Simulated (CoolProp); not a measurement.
Values from CoolProp's reference Helmholtz-energy equation of state, de Reuck 1993.

Give the vapour pressure (bar), liquid cp (kJ/(kg K)), liquid conductivity (mW/(m K)) of saturated methanol at 46.75 °C.


```tsv
T (°C)	p (bar)	liquid cp (kJ/(kg K))	liquid conductivity (mW/(m K))
46.75	0.483	2.68	196
```

Thermal conductivity comes from a separate model (Sykioti 2013).
